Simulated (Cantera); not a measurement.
An adiabatic, constant-volume homogeneous reactor starts with H2 : O2 : N2 : H2O = 1 : 0.82 : 3.08 : 0.28 (molar parts), equivalence ratio 0.61, at 1775 K and 0.266 atm.

Computed with Cantera and the H2/O2 subset of GRI-Mech 3.0, which has no nitrogen chemistry.

x: mole fraction; the columns are a selection and need not sum to one.

| t (s) | T (K) | P (bar) | x H2 | x O2 | x H2O | x H | x HO2 | x OH |
|---|---|---|---|---|---|---|---|---|
| 1.00e-6 | 1775 | 0.270 | 0.193 | 0.158 | 0.0541 | 8.65e-7 | 8.70e-7 | 1.47e-7 |
| 4.13e-6 | 1775 | 0.270 | 0.193 | 0.158 | 0.0541 | 8.01e-6 | 3.45e-6 | 2.09e-6 |
| 1.71e-5 | 1777 | 0.270 | 0.185 | 0.155 | ___ | ___ | ___ | ___ |
| 7.06e-5 | 1964 | 0.296 | 0.0355 | 0.0714 | 0.170 | 0.0606 | 7.53e-6 | 0.0271 |
| 0.000292 | 2386 | 0.349 | 0.0308 | 0.0659 | 0.192 | 0.0322 | 5.40e-6 | 0.0362 |
| 0.00120 | 2721 | 0.389 | 0.0221 | 0.0630 | 0.214 | 0.0149 | 1.13e-5 | 0.0377 |
| 0.00498 | 2723 | 0.390 | 0.0221 | 0.0630 | 0.214 | 0.0148 | 1.14e-5 | 0.0376 |
| 0.0206 | 2723 | 0.390 | 0.0221 | 0.0630 | 0.214 | 0.0148 | 1.14e-5 | 0.0376 |
| 0.0850 | 2723 | 0.390 | 0.0221 | 0.0630 | 0.214 | 0.0148 | 1.14e-5 | 0.0376 |
| 0.351 | 2723 | 0.390 | 0.0221 | 0.0630 | 0.214 | 0.0148 | 1.14e-5 | 0.0376 |
| 1.45 | 2723 | 0.390 | 0.0221 | 0.0630 | 0.214 | 0.0148 | 1.14e-5 | 0.0376 |
| 6.00 | 2723 | 0.390 | 0.0221 | 0.0630 | 0.214 | 0.0148 | 1.14e-5 | 0.0376 |

Complete the blanks.


- 1.71e-5, x H2O: 0.0592
- 1.71e-5, x H: 0.00423
- 1.71e-5, x HO2: 1.17e-5
- 1.71e-5, x OH: 0.00116
